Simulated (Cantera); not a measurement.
An isothermal, constant-pressure homogeneous reactor starts with NO : N2 = 1 : 0.19 (molar parts), at 2000 K and 100.0 Torr.

Computed with Cantera and GRI-Mech 3.0 (53 species, 325 reactions).

x: mole fraction; the columns are a selection and need not sum to one.

```tsv
t (s)	x NO	x N2O	x N2	x NO2	x O2	x O
0.000200	0.840	2.12e-5	0.160	2.30e-6	3.61e-7	2.03e-5
0.000572	0.840	[?]	0.160	[?]	[?]	[?]
0.00164	0.840	0.000137	0.160	5.54e-5	3.41e-5	0.000136
0.00468	0.839	[?]	0.160	[?]	[?]	[?]
0.0134	0.836	0.000294	0.161	0.000120	0.00157	0.000269
0.0383	0.829	0.000288	0.165	0.000134	0.00526	0.000293
0.110	0.807	0.000267	0.176	0.000168	0.0160	0.000351
0.313	0.746	0.000218	0.207	0.000230	0.0468	0.000477
0.896	0.583	0.000123	0.288	0.000285	0.128	0.000704
2.56	0.281	2.63e-5	0.439	0.000203	0.279	0.000989
7.33	0.0567	1.14e-6	0.551	4.86e-5	0.391	0.00116
21.0	0.0125	1.83e-7	0.573	1.10e-5	0.413	0.00118
60.0	0.00924	1.62e-7	0.575	8.17e-6	0.415	0.00119
```

**Question.** Complete the blanks.

**Answer.** 
- 0.000572, x N2O: 5.69e-5
- 0.000572, x NO2: 1.38e-5
- 0.000572, x O2: 3.13e-6
- 0.000572, x O: 5.34e-5
- 0.00468, x N2O: 0.000248
- 0.00468, x NO2: 0.000106
- 0.00468, x O2: 0.000329
- 0.00468, x O: 0.000239
